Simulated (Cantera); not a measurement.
A closed system holds: 1 mol V2O5, 98 mol H2, at 0.670 bar.

These are equilibrium values from Cantera (NASA tables, ideal gas, pure condensed phases), not measurements of a reactor. Candidate condensed phases: H2O, V, VO, V2O3, V2O4, V2O5; 12 gas species. Condensed phases not in the tables: the oxides between V2O3 and V2O5 other than VO2. Equilibrium is a limit: real reactors are often held back by kinetics, nucleation or transport. All values below are at 1423 K.

Base state: H2 0.980, H2O 0.0204 (mole fractions); condensed: V2O3(s).

Problem. What changes in the equilibrium state with this change: V2O5 replaced by TiO2?

Solution. 
| species | before | after |
|---|---|---|
| H2 | 0.980 | 0.997 |
| H2O | 0.0204 | 0.00255 |
| V2O3(s), mol | 1.00 | 0 |
| Ti4O7(s), mol | 0 | 0.250 |
Condensed phases not in the tables: Magnéli phases beyond Ti4O7. Further candidate phases: Ti, TiO, TiO2, Ti2O3, Ti3O5, Ti4O7.
